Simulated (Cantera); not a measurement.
An isothermal plug-flow reactor at 875 K and 713 Torr (inlet), inlet velocity 4.5 m/s, active area per volume 480 1/m; feed CH₄ : O₂ : N₂ : H₂O = 0.0067 : 0.015 : 0.79 : 0.044 (molar parts), equivalence ratio 0.89.

Model: Deutschmann's 1995 Pt surface mechanism with GRI-Mech 3.0 gas chemistry, integrated in Cantera. Catalytic surfaces can have several steady states; this one follows from the mechanism file's or the stated starting coverage. Mass transfer to the wall is taken as infinitely fast.

**Question.** Predict: x(CH₄) at z = 0.017 m; x(O₂) at z = 0.017 m; x(H₂O) at z = 0.017 m; x(CO₂) at z = 0.017 m; x(CO) at z = 0.017 m; θ(free Pt) at the exit; θ(O*) at the exit; θ(OH*) at the exit.

**Answer.** 
| Property | Result |
|---|---|
| x(CH₄) at z = 0.017 m | 0.00735 |
| x(O₂) at z = 0.017 m | 0.0166 |
| x(H₂O) at z = 0.017 m | 0.0524 |
| x(CO₂) at z = 0.017 m | 0.000477 |
| x(CO) at z = 0.017 m | 2.29e-6 |
| θ(free Pt) at the exit | 0.152 |
| θ(O*) at the exit | 0.842 |
| θ(OH*) at the exit | 0.00591 |
